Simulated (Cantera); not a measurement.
An isothermal, constant-pressure homogeneous reactor starts with C2H6 : N2 = 1 : 4 (molar parts), at 1450 K and 0.495 Torr. Integrator tolerance rtol = 1e-08.

Computed with Cantera and GRI-Mech 3.0 (53 species, 325 reactions). GRI-Mech 3.0 stops at C3 and has no aromatics, soot or wall deposition, so with more carbon than oxygen in the feed, carbon stays in small species such as C2H2 where larger ones or solid carbon would form. Radical loss at walls, strong at low pressure, is not modelled.

```
quantity                                             before                                     after
-----------------  ----------------------------------------  ----------------------------------------
x(C2H6) at 70.0 s  3.20e-6 (gas-phase equilibrium 1.96e-11)  3.51e-6 (gas-phase equilibrium 3.53e-12)
x(H2) at 70.0 s         0.224 (gas-phase equilibrium 0.286)       0.213 (gas-phase equilibrium 0.285)
x(CH2) at 70.0 s   4.81e-8 (gas-phase equilibrium 3.38e-10)  7.02e-8 (gas-phase equilibrium 3.38e-10)
x(C2H4) at 70.0 s  0.000331 (gas-phase equilibrium 8.14e-6)  0.000501 (gas-phase equilibrium 3.45e-6)
x(CH4) at 70.0 s     0.0503 (gas-phase equilibrium 4.50e-5)    0.0591 (gas-phase equilibrium 1.91e-5)
```

Question: Which change was made?
A) temperature 1450 to 1550 K
B) pressure from 0.495 Torr to 0.210 Torr
C) temperature 1450 to 1125 K
D) pressure from 0.495 Torr to 1.05 Torr

Answer: B, pressure from 0.495 Torr to 0.210 Torr
